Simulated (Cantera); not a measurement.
A closed system holds: 1 mol S, 0.92 mol H2, a varied amount of SO2, held at 848 K and 1000 Pa.

Method: chemical equilibrium by Gibbs-energy minimisation in Cantera with the NASA 1993 tables (ideal gas, pure condensed phases). Candidate condensed phases: H2O, H2SO4, S; 19 gas species. Gases not in the tables: S3 to S7. Kinetics and transport are ignored.

Problem. At 0.38 mol SO2, list the 5 most abundant gas species with their mole fractions, and the condensed phases.

Solution. H2O 0.419, S2 0.341, H2S 0.191, SO2 0.0432, H2 0.00350. Condensed: gas only.
